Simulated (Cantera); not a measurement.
An adiabatic, constant-volume homogeneous reactor starts with 14.1 % CO, 2.26 % H2, 8.28 % O2, 75.3 % N2, at 1725 K and 5.00 bar.

Detailed kinetics in Cantera: GRI-Mech 3.0 (53 species, 325 reactions). The hydrogen kinetics of GRI-Mech 3.0 are dated; newer H2 mechanisms differ, most at raised pressure.

Task: Predict: time of steepest temperature rise; temperature at 1.00 s; equilibrium temperature; x(CO) at 1.00 s; x(H2) at 1.00 s; x(O2) at 1.00 s; x(HO2) at 1.00 s; x(NO2) at 1.00 s; x(H) at 1.00 s.

Result: 
| Property | Result |
|---|---|
| time of steepest temperature rise | 5.70 µs |
| temperature at 1.00 s | 2773 K |
| equilibrium temperature | 2773 K |
| x(CO) at 1.00 s | 0.0424 (gas-phase equilibrium 0.0424) |
| x(H2) at 1.00 s | 0.00115 (gas-phase equilibrium 0.00115) |
| x(O2) at 1.00 s | 0.0158 (gas-phase equilibrium 0.0158) |
| x(HO2) at 1.00 s | 2.90e-6 (gas-phase equilibrium 2.90e-6) |
| x(NO2) at 1.00 s | 5.07e-6 (gas-phase equilibrium 5.07e-6) |
| x(H) at 1.00 s | 0.000922 (gas-phase equilibrium 0.000922) |
